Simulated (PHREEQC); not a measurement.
Model water analysis in mg/kgw, 25 °C, pH 6.77, pe 10.3:

| constituent | mg/kgw |
|---|---|
| Na | 192 |
| K | 61.8 |
| Ca | 215 |
| Mg | 22.7 |
| Cl | 328 |
| S(6) as SO4 | 465 |
| Alkalinity as HCO3 | 262 |
| Sr | 1.45 |
| Pb | 6.56 |

Valence states are taken as typed.

The numbers come from PHREEQC with the ion-association model, phreeqc.dat.

Precipitation was switched off in this run.

Task: Order these Sr species by the share of Sr that they hold, largest first: SrHCO3+, Sr+2, SrSO4.

Result: Sr+2 (81 %), SrSO4 (17 %), SrHCO3+ (2.7 %)

The pH is 6.77 and the ionic strength 0.0294 mol/kgw. Saturation is exceeded, for instance for Cerussite; the values hold only as long as no solid forms. Complexes and solids missing from the database can't appear.
